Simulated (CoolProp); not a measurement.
R115 at 389.65 K and 0.893 MPa is throttled through a valve to 0.319 MPa with no heat exchange. Each further row changes one setting.

Model: reference Helmholtz-energy equation of state, Lemmon 2016, in CoolProp.

| case | temperature change (K) | final density (kg/m³) |
|---|---|---|
| as stated | (withheld) | (withheld) |
| outlet pressure 0.0957 MPa | -5.5 | (withheld) |
| outlet pressure 0.415 MPa | (withheld) | (withheld) |

### Question
What belongs in the gaps?

### Answer

- as stated, temperature change (K): -4.0
- as stated, final density (kg/m³): 15.8
- outlet pressure 0.0957 MPa, final density (kg/m³): 4.66
- outlet pressure 0.415 MPa, temperature change (K): -3.4
- outlet pressure 0.415 MPa, final density (kg/m³): 20.6
